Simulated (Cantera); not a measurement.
Mixture: 12.0 % CH4, 18.5 % O2, 69.5 % N2, at 3750 Torr, adiabatic and at constant volume. Ignition delay is the time to a rise of 400 K.

Cantera simulation using GRI-Mech 3.0 (53 species, 325 reactions); the numbers are that mechanism's predictions, not measurements.

### Question
Predict: delay at 1075 K; delay at 1150 K; delay at 1225 K; delay at 1300 K; delay at 1375 K; delay at 1450 K; apparent activation energy between 1300 and 1450 K.

### Answer
```
Item                                                     Value
--------------------------------------------------  ----------
delay at 1075 K                                        61.7 ms
delay at 1150 K                                        21.2 ms
delay at 1225 K                                        7.86 ms
delay at 1300 K                                        3.12 ms
delay at 1375 K                                        1.31 ms
delay at 1450 K                                       0.583 ms
apparent activation energy between 1300 and 1450 K  180 kJ/mol
```
